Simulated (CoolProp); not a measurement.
Aqueous ethylene glycol as a coolant, at 29 °C, 1 atm.

The numbers come from the Melinder's fits for secondary coolants in CoolProp.

```tsv
mass %	freezing point (°C)	viscosity (mPa s)	conductivity (W/(m K))	Prandtl number	density (kg/m³)
2.8	-0.9	?	0.600	5.97	?
8.1	-2.7	0.973	0.574	6.91	1006
13.3	-4.7	1.10	?	8.06	1012
18.6	-7.2	1.26	0.524	9.48	1019
23.8	-10.2	1.44	0.500	11.1	1026
29.1	?	1.64	0.477	?	1033
34.4	-18.3	1.88	?	?	1040
39.6	-23.4	2.14	0.434	17.6	1047
44.9	-29.4	2.45	0.413	20.5	1054
```

Q: Complete the blanks.

A: 
- 2.8, viscosity (mPa s): 0.864
- 2.8, density (kg/m³): 999.0
- 13.3, conductivity (W/(m K)): 0.549
- 29.1, freezing point (°C): -13.9
- 29.1, Prandtl number: 13.0
- 34.4, conductivity (W/(m K)): 0.455
- 34.4, Prandtl number: 15.1
